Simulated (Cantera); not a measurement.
Input: 1 mol SiH2Cl2, 25 mol H2, equilibrated at 18.8 Torr.

Equilibrium computed with Cantera from the NASA thermochemical tables; the gas is ideal and each condensed phase is pure. Candidate condensed phases: Si; 19 gas species. Kinetics and transport are ignored.

**Question.** What share of the Si ends up in condensed phases as a function of T (°C), at 627, 702, 777, 852, 927, 1002, 1077, 1152, 1227, 1302, 1377?

**Answer.** 
```tsv
T (°C)	Si condensed (%)	as
627	50.8	Si(s)
702	55.4	Si(s)
777	61.5	Si(s)
852	67.9	Si(s)
927	72.3	Si(s)
1002	74.0	Si(s)
1077	74.0	Si(s)
1152	73.4	Si(s)
1227	72.7	Si(s)
1302	71.9	Si(s)
1377	71.2	Si(s)
```
